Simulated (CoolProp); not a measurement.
Vapour pressure (MPa) of cyclopentane: the reference equation beside estimates from Tc = 511.7 K, pc = 4.583 MPa, ω = 0.202.

Model: reference Helmholtz-energy equation of state, Gedanitz 2015, in CoolProp.

| T (K) | reference | Lee-Kesler | van der Waals | Redlich-Kwong | Soave-Redlich-Kwong | Peng-Robinson |
|---|---|---|---|---|---|---|
| 276.2 | 0.01646 | 0.01567 | 0.2101 | 0.02814 | 0.01591 | 0.01668 |
| 296.4 | 0.03951 | 0.03815 | 0.3238 | 0.06417 | 0.03851 | 0.03964 |
| 316.6 | 0.08340 | 0.08166 | 0.4742 | 0.1286 | 0.08200 | 0.08324 |
| 336.8 | 0.1590 | 0.1575 | 0.6658 | 0.2329 | 0.1576 | 0.1583 |
| 357 | 0.2790 | 0.2789 | 0.9030 | 0.3895 | 0.2788 | 0.2780 |
| 377.2 | 0.4581 | 0.4608 | 1.190 | 0.6107 | 0.4610 | 0.4574 |
| 397.4 | 0.7120 | 0.7189 | 1.529 | 0.9090 | 0.7212 | 0.7134 |
| 417.6 | 1.058 | 1.070 | 1.925 | 1.296 | 1.078 | 1.064 |
| 437.8 | 1.515 | 1.533 | 2.379 | 1.783 | 1.549 | 1.530 |

Absolute difference from the reference over all 9 rows, mean and median: Lee-Kesler 1.7 and 1.1 %, van der Waals 368.9 and 223.7 %, Redlich-Kwong 41.6 and 39.6 %, Soave-Redlich-Kwong 1.6 and 1.7 %, Peng-Robinson 0.5 and 0.4 %.
